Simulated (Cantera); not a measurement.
A closed system holds: 1 mol SiH2Cl2, 21 mol N2, 37 mol H2, equilibrated at 0.00133 bar.

Cantera equilibrium calculation (NASA polynomials, part measured and part estimated; ideal gas, pure solids and liquids). Candidate condensed phases: NH4Cl, Si, Si3N4; 28 gas species. N2 is the only nitrogen source here; it is nearly inert below about 1500 K, so the nitride shown seldom forms there in practice. Rates play no part.

Question: At 1125 K, list the 3 most abundant gas species with their mole fractions, and the condensed phases.

Answer: H2 0.624, N2 0.343, HCl 0.0337. Condensed: Si3N4(s).
